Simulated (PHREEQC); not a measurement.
Dissolve 0.2 mol/kgw Na2SO4, 1.7 mol/kgw MgSO4 and 1.3 mol/kgw NaCl at 36 °C. Closed to the air; pH follows from the charge balance.

Equilibrium calculation in PHREEQC: Pitzer model, pitzer.dat.

```
quantity                          before    after
-------------------------------  -------  -------
HSO4- (mol/kgw)                  3.69e-6  5.21e-6
SI of Thenardite (Na2SO4)          -0.99    -0.40
SI of Mirabilite (Na2SO4:10H2O)    -1.05    -0.81
```

Q: Which change was made?
A) Na2SO4 from 0.2 to 0.3 mol/kgw
B) temperature from 36 to 5 °C
C) NaCl left out
D) NaCl from 1.3 to 0.26 mol/kgw
E) NaCl from 1.3 to 2.6 mol/kgw

A: E, NaCl from 1.3 to 2.6 mol/kgw

No solid was allowed to form. Constants without temperature data keep their 25 °C values here.
